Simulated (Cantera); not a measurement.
An isothermal, constant-pressure homogeneous reactor starts with 25.0 % NO, 75.0 % N2, at 1850 K and 90.0 Torr.

Cantera simulation using GRI-Mech 3.0 (53 species, 325 reactions); the numbers are that mechanism's predictions, not measurements.

One state of this run: x NO = 0.236; x O = 5.89e-5; x N2 = 0.757; x O2 = 0.00685; x N2O = 2.25e-5. x: mole fraction; the columns are a selection and need not sum to one.

Q: Which value of t (s) does it belong to?
A. 0.00742
B. 0.0189
C. 2.00
D. 0.122

A: C, 2.00
